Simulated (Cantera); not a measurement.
# CHF3 + HCl + H2 (fluorocarbon and chlorocarbon gases)

A closed system holds: 1 mol CHF3, 1.5 mol HCl, 1.8 mol H2, equilibrated at 5.40 Torr.

Cantera equilibrium calculation (NASA polynomials, part measured and part estimated; ideal gas, pure solids and liquids). Candidate condensed phases: C, C6H6, C7H8, C8H18; 118 gas species. The tables' values for CCl are old estimates; treat these amounts as uncertain. Equilibrium is a limit: real reactors are often held back by kinetics, nucleation or transport.

```tsv
T (K)	x HF	x H	x Cl	x HCl	x H2	x F	x C3	x C	n C(graphite)
2525	0.503	0.117	0.100	0.152	0.125	0.00105	0.000101	3.25e-5	0.978
2575	0.492	0.140	0.113	0.134	0.117	0.00148	0.000214	6.29e-5	0.971
2625	0.481	0.164	0.125	0.117	0.108	0.00209	0.000439	0.000119	0.962
2675	0.469	0.190	0.136	0.100	0.0978	0.00292	0.000874	0.000219	0.947
2725	0.456	0.217	0.146	0.0843	0.0870	0.00407	0.00170	0.000394	0.921
2775	0.443	0.243	0.155	0.0698	0.0758	0.00566	0.00322	0.000695	0.878
2825	0.429	0.268	0.162	0.0568	0.0648	0.00783	0.00595	0.00120	0.803
2875	0.413	0.290	0.167	0.0454	0.0542	0.0108	0.0108	0.00203	0.671
2925	0.395	0.310	0.170	0.0356	0.0444	0.0148	0.0191	0.00339	0.438
2975	0.372	0.325	0.170	0.0273	0.0355	0.0201	0.0331	0.00554	0.0291
3025	0.356	0.343	0.171	0.0214	0.0292	0.0271	0.0330	0.00745	0
3075	0.338	0.360	0.172	0.0168	0.0239	0.0360	0.0314	0.00978	0
3125	0.318	0.376	0.171	0.0132	0.0196	0.0470	0.0294	0.0127	0
3175	0.295	0.392	0.170	0.0103	0.0161	0.0602	0.0271	0.0161	0
```
x: gas mole fraction; n: condensed amount in mol.

From 2525 K to 2975 K the condensed part is C(graphite). From 3025 K to 3175 K nothing is condensed. The main C-bearing gas is C2H2 (acetylene) at 2525 K and C3 at 3175 K.
